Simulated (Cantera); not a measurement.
What does this Cantera script print?

```python
import numpy as np
import cantera as ct

gas_names = """
    AL ALCL ALCL2 ALCL3 ALH ALO ALOCL ALOH ALO2 ALO2H AL2 AL2CL6 AL2O AL2O2 CL CLO CL2 H HALO HCL HOCL
    HO2 H2 H2O H2O2 O OH O2 O3
""".split()
cond_names = """
    AL(cr) AL(L) ALCL3(s) ALCL3(L) AL2O3(a) AL2O3(L) H2O(s) H2O(L)
""".split()


# ... load() reads the species with a 1 bar reference pressure and builds the phases ...
atoms = {
    'AlCl3': {'AL': 1, 'CL': 3},
    'H2O': {'H': 2, 'O': 1},
    'H2': {'H': 2},
}
top_T = {}  # K; cautious upper limits of use, not melting points


# ... equilibrate(T, P, feed) seeds the gas with the atoms and calls Mixture.equilibrate('TP', solver="vcs", rtol=1e-11, max_steps=5000) ...
results = []
feed = {'AlCl3': 1, 'H2O': 1.4, 'H2': 1.6}  # mol
P = 13332.2  # Pa
for T in [1523, 1598, 1673, 1748, 1823, 1898, 1973, 2048, 2123, 2198, 2273]:
    mix = equilibrate(T, P, feed)
    results.append((T, P, feed, dict(zip(mix.species_names, mix.species_moles))))

top = {s: max(r[3][s] / sum(r[3][g] for g in gas_names) for r in results) for s in gas_names}
cols = sorted((s for s in top if top[s] > 0.0001), key=lambda s: -top[s])[:6]
seen = [c for c in cond_names if any(r[3].get(c, 0) > 1e-12 for r in results)]
print("log10 of partial pressures in bar; condensed amounts in mol")
print(f"{'T/K':>10s}" + "".join(f"{s[:9]:>10s}" for s in cols + seen))
for T, P, feed, n in results:
    ng = sum(n[g] for g in gas_names)
    print(f"{T:10.4g}" + "".join(f"{np.log10(max(n[s] / ng * P / 1e5, 1e-99)):10.3f}" for s in cols)
          + "".join(f"{n.get(c, 0):10.4g}" for c in seen))
```

Output:

```
log10 of partial pressures in bar; condensed amounts in mol
       T/K       HCL        H2        CL     ALCL3       H2O         H  AL2O3(a)
      1523    -1.079    -1.321    -5.150    -2.692    -4.074    -5.297    0.4657
      1598    -1.079    -1.321    -4.794    -2.691    -3.912    -4.934    0.4653
      1673    -1.080    -1.321    -4.470    -2.692    -3.766    -4.604    0.4647
      1748    -1.080    -1.322    -4.173    -2.697    -3.629    -4.302     0.464
      1823    -1.081    -1.323    -3.900    -2.710    -3.500    -4.025    0.4631
      1898    -1.082    -1.324    -3.649    -2.736    -3.373    -3.769    0.4619
      1973    -1.083    -1.327    -3.416    -2.780    -3.244    -3.533    0.4602
      2048    -1.085    -1.331    -3.200    -2.845    -3.111    -3.315    0.4578
      2123    -1.088    -1.336    -3.000    -2.930    -2.974    -3.113    0.4544
      2198    -1.093    -1.342    -2.815    -3.034    -2.836    -2.925    0.4495
      2273    -1.101    -1.350    -2.643    -3.150    -2.700    -2.751    0.4426
```

Equilibrium computed with Cantera from the NASA thermochemical tables; the gas is ideal and each condensed phase is pure. The tables' values for AlCl2, AlOH are old estimates; treat these amounts as uncertain.
